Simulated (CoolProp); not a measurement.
Vapour-liquid equilibrium of hydrogen sulfide (1) + n-pentane (2) at -31.15 °C; x and y are mole fractions of (1).

Model: multi-fluid Helmholtz-energy mixture model, Lemmon 2006 and Thol 2019; pair parameters Kunz 2012, in CoolProp.

**Question.** Give the bubble pressure and the first vapour's composition at x = 0.45, 0.55, 0.75. Is there an azeotrope?

**Answer.** x = 0.45: 2.511 bar, y = 0.987; x = 0.55: 2.712 bar, y = 0.989; x = 0.75: 3.001 bar, y = 0.991. No azeotrope shows between x = 0.05 and 0.95.

The pair parameters rest on a limited set of measurements; away from them the model extrapolates. With so large a gap from Raoult's law the liquid may split in two, which this calculation doesn't test in full.
